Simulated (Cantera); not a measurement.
Low-pressure radical oxidation in H2/O2

An isothermal, constant-pressure homogeneous reactor starts with 3.20 % H2, 42.1 % O2, 54.7 % N2, at 1223 K and 1300 Pa.

Detailed kinetics in Cantera: the H2/O2 subset of GRI-Mech 3.0, which has no nitrogen chemistry. Radical loss at walls, strong at low pressure, is not modelled.

| t (s) | x H2 | x O2 | x OH | x H2O | x O | x HO2 |
|---|---|---|---|---|---|---|
| 0.000800 | 0.0320 | 0.421 | 4.31e-8 | 8.98e-8 | 6.39e-8 | 1.50e-8 |
| 0.00318 | 0.0297 | 0.419 | 0.000632 | 0.00161 | 0.000988 | 1.25e-6 |
| 0.0127 | 0.000665 | 0.398 | 0.00215 | 0.0275 | 0.0184 | 1.46e-6 |
| 0.0504 | 0.000463 | 0.402 | 0.00180 | 0.0293 | 0.0122 | 1.35e-6 |
| 0.201 | 0.000142 | 0.409 | 0.00100 | 0.0315 | 0.00355 | 9.19e-7 |
| 0.798 | 1.51e-5 | 0.411 | 0.000328 | 0.0323 | 0.000372 | 2.77e-7 |
| 3.17 | 1.33e-6 | 0.411 | 9.77e-5 | 0.0325 | 3.29e-5 | 4.31e-8 |
| 12.6 | 1.67e-7 | 0.411 | 3.48e-5 | 0.0325 | 4.18e-6 | 7.79e-9 |
| 50.3 | 3.02e-8 | 0.411 | 1.49e-5 | 0.0325 | 7.60e-7 | 4.15e-9 |
| 200 | 1.02e-8 | 0.411 | 8.62e-6 | 0.0325 | 2.56e-7 | 5.28e-9 |
x: mole fraction; the columns are a selection and need not sum to one.

Equilibrium at this temperature and pressure: H2 9.09e-9, O2 0.411, OH 8.15e-6, H2O 0.0325, O 2.29e-7, HO2 5.49e-9 (gas phase only).
